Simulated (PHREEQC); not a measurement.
0.1 g of hydrous ferric oxide (600 m²/g; 0.2 weak and 0.005 strong sites per Fe, Dzombak-Morel constants, diffuse double layer) in 1 kg of water with 0.005 mol/kgw of an inert sodium salt and 9.3e-05 mol/kgw NaH2PO4, at 25 °C; the pH is set by adding NaOH or the inert anion's acid. Oxygen is held at 0.21 atm. No CO2 enters from the air. Nothing may precipitate in this run.

Computed with PHREEQC (ion-association model, wateq4f.dat).

```json
[
 {"pH": "3", "P sorbed (%)": "100.0", "surface charge σ (C/m²)": "0.133", "surface potential ψ (mV)": "173"},
 {"pH": "3.5", "P sorbed (%)": "100.0", "surface charge σ (C/m²)": "0.098", "surface potential ψ (mV)": "161"},
 {"pH": "4", "P sorbed (%)": "100.0", "surface charge σ (C/m²)": "0.070", "surface potential ψ (mV)": "144"},
 {"pH": "4.5", "P sorbed (%)": "100.0", "surface charge σ (C/m²)": "0.047", "surface potential ψ (mV)": "124"},
 {"pH": "5", "P sorbed (%)": "99.9", "surface charge σ (C/m²)": "0.030", "surface potential ψ (mV)": "101"},
 {"pH": "5.5", "P sorbed (%)": "99.8", "surface charge σ (C/m²)": "0.018", "surface potential ψ (mV)": "76"},
 {"pH": "6", "P sorbed (%)": "99.5", "surface charge σ (C/m²)": "0.009", "surface potential ψ (mV)": "50"},
 {"pH": "6.5", "P sorbed (%)": "(withheld)", "surface charge σ (C/m²)": "(withheld)", "surface potential ψ (mV)": "23"},
 {"pH": "7", "P sorbed (%)": "94.9", "surface charge σ (C/m²)": "0.000", "surface potential ψ (mV)": "-2"},
 {"pH": "7.5", "P sorbed (%)": "85.2", "surface charge σ (C/m²)": "-0.004", "surface potential ψ (mV)": "-23"},
 {"pH": "8", "P sorbed (%)": "66.9", "surface charge σ (C/m²)": "-0.007", "surface potential ψ (mV)": "-39"},
 {"pH": "8.5", "P sorbed (%)": "(withheld)", "surface charge σ (C/m²)": "-0.010", "surface potential ψ (mV)": "-52"},
 {"pH": "9", "P sorbed (%)": "21.2", "surface charge σ (C/m²)": "-0.014", "surface potential ψ (mV)": "-65"}
]
```

Some entries are withheld; supply them.


- 6.5, P sorbed (%): 98.4
- 6.5, surface charge σ (C/m²): 0.004
- 8.5, P sorbed (%): 43.2

Species that the database lacks are ignored. H3PO4, which wateq4f.dat lacks, is added to it with the constant of phreeqc.dat. The oxide is taken as insoluble; below pH 4 it would dissolve.
